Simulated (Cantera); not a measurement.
An isothermal, constant-pressure homogeneous reactor starts with CO : O2 : H2O : N2 = 0.0011 : 0.0035 : 0.00023 : 1 (molar parts), equivalence ratio 0.16, at 1000 K and 4.60 bar. Integrator tolerance rtol = 1e-08.

Detailed kinetics in Cantera: GRI-Mech 3.0 (53 species, 325 reactions).

Q: What does this change do: temperature 1000 to 1500 K?

A: 
| quantity | before | after |
|---|---|---|
| x(CO) at 1.00 s | 0.00109 (gas-phase equilibrium <1e-12) | 4.73e-8 (gas-phase equilibrium 4.71e-8) |
| x(O2) at 1.00 s | 0.00348 (gas-phase equilibrium 0.00294) | 0.00294 (gas-phase equilibrium 0.00286) |
| x(H2O) at 1.00 s | 0.000229 (gas-phase equilibrium 0.000229) | 0.000229 (gas-phase equilibrium 0.000229) |
| x(OH) at 1.00 s | 4.39e-10 (gas-phase equilibrium 1.30e-9) | 8.85e-7 (gas-phase equilibrium 8.75e-7) |
| x(NO) at 1.00 s | <1e-12 (gas-phase equilibrium 4.18e-6) | 2.02e-6 (gas-phase equilibrium 0.000161) |
